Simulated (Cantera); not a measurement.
A freely propagating, adiabatic, planar premixed flame of CH₄ : C₂H₆ : C₃H₈ : O₂ : N₂ = 1 : 0.068 : 0.46 : 5.53 : 13.8 (molar parts), equivalence ratio 0.82, unburnt at 625 K and 0.133 bar; mixture-averaged transport, grid criteria slope 0.08 and curve 0.16, no radiation.

Cantera simulation using GRI-Mech 3.0 (53 species, 325 reactions); the numbers are that mechanism's predictions, not measurements. GRI-Mech 3.0 was tuned for natural gas; its chemistry of propane as a main component is partial and can be far from experiment. Burning velocities carry a grid error of a few per cent, more on coarse grids.

Problem. Predict: laminar burning velocity; thermal thickness; peak x(O); peak x(CH₂CO).

Solution. 
```json
{
 "laminar_burning_velocity": "282 cm/s",
 "thermal_thickness": "1.36 mm",
 "peak x(O)": "0.0164",
 "peak x(CH₂CO)": "0.00105"
}
```
